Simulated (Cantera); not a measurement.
A closed system holds: 1 mol CaCO3, 5.5 mol H2, 8.9 mol H2O, equilibrated at 1927 °C and 87.0 Pa.

Cantera equilibrium calculation (NASA polynomials, part measured and part estimated; ideal gas, pure solids and liquids). Candidate condensed phases: C, C6H6, C7H8, C8H18, Ca, CaCO3, CaO, Ca(OH)2, H2O; 115 gas species. Rates play no part.

Base state: H2O 0.531, H2 0.268, H 0.0988, CO 0.0435, OH 0.0274, CO2 0.0164, O 0.00704, O2 0.00590 (mole fractions); condensed: CaO(s).

Problem. What changes in the equilibrium state with this change: temperature from 1927 °C to 1350 °C?

Solution. 
| species | before | after |
|---|---|---|
| H2O | 0.531 | 0.617 |
| H2 | 0.268 | 0.316 |
| CO | 0.0435 | 0.0398 |
| H | 0.0988 | 0.00132 |
| OH | 0.0274 | 0.000108 |
| CO2 | 0.0164 | 0.0251 |
| Ca(OH)2 | 0.000222 | 1.66e-6 |
| CaO | 3.80e-5 | <1e-9 |
| Ca | 0.00119 | 3.54e-8 |
| O | 0.00704 | 3.71e-7 |
| O2 | 0.00590 | 3.29e-7 |
| CaO(s), mol | 0.964 | 1.000 |
